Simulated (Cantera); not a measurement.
An isothermal, constant-pressure homogeneous reactor starts with 0.951 % H2, 99.0 % O2, equivalence ratio 0.0048, at 1350 K and 20.0 Torr.

Computed with Cantera and the H2/O2 subset of GRI-Mech 3.0, which has no nitrogen chemistry. Radical loss at walls, strong at low pressure, is not modelled.

One state of this run: x H2 = 2.53e-7; x O2 = 0.990; x HO2 = 3.86e-8; x O = 5.40e-5; x H = 1.53e-7. x: mole fraction; the columns are a selection and need not sum to one.

### Question
Which value of t (s) does it belong to?
A. 9.03e-5
B. 0.00816
C. 1.00e-6
D. 2.27

### Answer
D, 2.27
